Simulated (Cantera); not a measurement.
Input: 1 mol C3H6, 3.6 mol H2, at 1700 K and 0.720 Torr.

Equilibrium computed with Cantera from the NASA thermochemical tables; the gas is ideal and each condensed phase is pure. Kinetics and transport are ignored.

| species | before | after |
|---|---|---|
| H2 | 0.995 | 0.997 |
| H | 0.00474 | 0.00278 |
| C2H2 (acetylene) | 7.30e-5 | 7.32e-5 |
| C(graphite), mol | 3.00 | 3.00 |
Gas species are given as mole fractions.

What was changed between the two runs?
A. pressure from 0.720 Torr to 2.10 Torr
B. temperature from 1700 K to 2198 K
C. temperature from 1700 K to 1273.15 K
D. pressure from 0.720 Torr to 10.0 Torr

A, pressure from 0.720 Torr to 2.10 Torr
